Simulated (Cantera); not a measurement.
Charge: 1 mol Fe3O4, 2.1 mol C, 5.7 mol N2, 1.2 mol CH4, at 2548 K.

Method: chemical equilibrium by Gibbs-energy minimisation in Cantera with the NASA 1993 tables (ideal gas, pure condensed phases). Candidate condensed phases: C, C6H6, C7H8, C8H18, Fe, Fe(CO)5, FeO, Fe(OH)2, Fe(OH)3, Fe2O3, Fe3O4, H2O; 140 gas species. Equilibrium is a limit: real reactors are often held back by kinetics, nucleation or transport.

Task: At 1800 Torr, list the 4 most abundant gas species with their mole fractions, and the condensed phases.

Result: N2 0.489, CO 0.270, H2 0.155, H2O 0.0463. Condensed: Fe(l).
